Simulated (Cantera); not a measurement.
**Transport properties of process gases**

Gas mixture: NO = 0.099 (molar parts), at 650000 Pa, frozen composition.

Cantera's kinetic-theory transport with the Lennard-Jones parameters of GRI-Mech 3.0, ideal gas; thermal conductivity in the mixture-averaged form. The composition is frozen, though it would react at the higher temperatures.

```csv
T (K),ρ (kg/m³),cp (J/kg/K),μ (µPa s),λ (mW/m/K),Pr,D (cm²/s) NO,D (cm²/s) C2H2,D (cm²/s) O
400,5.86,998.6,23.1,32.4,0.712,-20.8,0.0430,0.0822
500,4.69,1016,27.0,38.8,0.708,-30.9,0.0638,0.120
600,3.91,1041,30.6,45.1,0.706,-42.5,0.0875,0.164
700,3.35,1067,34.0,51.3,0.707,-55.4,0.114,0.212
800,2.93,1092,37.1,57.3,0.708,-69.6,0.143,0.265
900,2.61,1114,40.1,63.0,0.708,-85.0,0.175,0.323
1000,2.35,1133,42.9,68.6,0.709,-102,0.209,0.384
1100,2.13,1147,45.7,74.1,0.707,-119,0.245,0.450
```
D: mixture-averaged diffusion coefficient of that species in the mixture.
